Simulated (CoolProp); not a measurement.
Vapour-liquid equilibrium of dimethyl ether (1) + 1-butene (2) at 0.444 MPa; x and y are mole fractions of (1).

Values from CoolProp's multi-fluid Helmholtz-energy mixture model, Wu 2011 and Lemmon 2005; pair parameters Bell 2016.

Give the bubble temperature and the first vapour's composition at x = 0.275, 0.8, 0.95. Is there an azeotrope?

x = 0.275: 301.6 K, y = 0.435; x = 0.8: 291.0 K, y = 0.865; x = 0.95: 289.2 K, y = 0.965. No azeotrope shows between x = 0.05 and 0.95.

The pair parameters rest on a limited set of measurements; away from them the model extrapolates.
